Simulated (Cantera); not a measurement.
A perfectly stirred reactor is fed with C2H6 : H2 = 1 : 1.3 (molar parts), at 0.000710 bar; it is held at 1950 K, and followed from long to short residence time.

Detailed kinetics in Cantera: GRI-Mech 3.0 (53 species, 325 reactions). GRI-Mech 3.0 stops at C3 and has no aromatics, soot or wall deposition, so with more carbon than oxygen in the feed, carbon stays in small species such as C2H2 where larger ones or solid carbon would form. Radical loss at walls, strong at low pressure, is not modelled.

x: mole fraction; the columns are a selection and need not sum to one.

```tsv
τ (s)	x C2H6	x H2	x CH3	x CH4	x H
4.4	2.92e-5	0.746	0.00363	0.0172	0.00794
1.5	8.66e-5	0.734	0.00657	0.0301	0.00804
0.54	0.000238	0.717	0.0114	0.0483	0.00850
0.19	0.000663	0.691	0.0198	0.0742	0.00918
0.066	(withheld)	0.655	(withheld)	(withheld)	0.00998
0.023	0.00526	0.609	0.0556	0.146	0.0107
0.0081	(withheld)	(withheld)	(withheld)	0.176	0.0112
0.0028	0.0416	0.513	0.127	0.178	0.0108
```

Problem. What belongs in the gaps?

Solution. 
- 0.066, x C2H6: 0.00187
- 0.066, x CH3: 0.0338
- 0.066, x CH4: 0.108
- 0.0081, x C2H6: 0.0147
- 0.0081, x H2: 0.558
- 0.0081, x CH3: 0.0870
